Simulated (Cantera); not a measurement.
Cantera with NASA thermochemical tables; ideal gases at 1 bar, condensed phases pure. Values are per mole of reaction as written; species without (g) are pure solids or liquids, kept so even where they would boil at 1 bar.

N2(g) + 3 CuF2 ⇌ 3 Cu + 2 NF3(g)

```csv
T (K),ΔH° (kJ),ΔS° (J/K),ΔG° (kJ),log10 K,condensed phases
300,1353.2,196.9,1294.2,-225.34,"CuF2(s), Cu(s)"
625,1337.7,162.1,1236.4,-103.33,"CuF2(s), Cu(s)"
725,1332.3,154.1,1220.6,-87.94,"CuF2(s), Cu(s)"
825,1326.8,147.0,1205.5,-76.33,"CuF2(s), Cu(s)"
925,1321.2,140.6,1191.2,-67.26,"CuF2(s), Cu(s)"
1025,___,___,___,___,"CuF2(s), Cu(s)"
1125,___,___,___,___,"CuF2(l), Cu(s)"
1225,1135.6,-27.2,1169.0,-49.85,"CuF2(l), Cu(s)"
1325,___,___,___,___,"CuF2(l), Cu(s)"
1425,1160.4,-9.3,1173.7,-43.02,"CuF2(l), Cu(l)"
```

Fill in the missing entries.


- 1025, ΔH° (kJ): 1315.5
- 1025, ΔS° (J/K): 134.7
- 1025, ΔG° (kJ): 1177.4
- 1025, log10 K: -60.00
- 1125, ΔH° (kJ): 1143.7
- 1125, ΔS° (J/K): -20.4
- 1125, ΔG° (kJ): 1166.6
- 1125, log10 K: -54.17
- 1325, ΔH° (kJ): 1128.1
- 1325, ΔS° (J/K): -33.2
- 1325, ΔG° (kJ): 1172.0
- 1325, log10 K: -46.20
